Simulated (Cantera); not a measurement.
Input: 1 mol SiH4, 760 mol H2, held at 1673.15 K and 1.80 mbar.

These are equilibrium values from Cantera (NASA tables, ideal gas, pure condensed phases), not measurements of a reactor. Candidate condensed phases: Si; 9 gas species. Gases not in the tables: Si2H6 and higher silanes. The numbers say what is thermodynamically allowed, not how fast it happens.

Base state: H2 0.997, H 0.00268, Si 0.000233, SiH 1.67e-5, SiH2 1.10e-5 (mole fractions); condensed: Si(s).

### Question
What changes in the equilibrium state with this change: pressure from 1.80 mbar to 0.250 bar?

### Answer
| species | before | after |
|---|---|---|
| H2 | 0.997 | 1.000 |
| H | 0.00268 | 0.000228 |
| SiH2 | 1.10e-5 | 1.10e-5 |
| Si | 0.000233 | 1.68e-6 |
| SiH | 1.67e-5 | 1.42e-6 |
| Si(s), mol | 0.799 | 0.989 |

### Question
What changes in the equilibrium state with this change: temperature from 1673.15 K to 873 K?

### Answer
```
species       before    after
----------  --------  -------
H2             0.997     1.00
H            0.00268  1.10e-9
Si          0.000233    <1e-9
SiH          1.67e-5    <1e-9
SiH2         1.10e-5    <1e-9
Si(s), mol     0.799     1.00
```

### Question
What changes in the equilibrium state with this change: temperature from 1673.15 K to 1398 K?

### Answer
| species | before | after |
|---|---|---|
| H2 | 0.997 | 1.000 |
| H | 0.00268 | 0.000112 |
| Si | 0.000233 | 4.33e-7 |
| SiH | 1.67e-5 | 9.25e-8 |
| SiH2 | 1.10e-5 | 3.66e-7 |
| Si(s), mol | 0.799 | 0.999 |
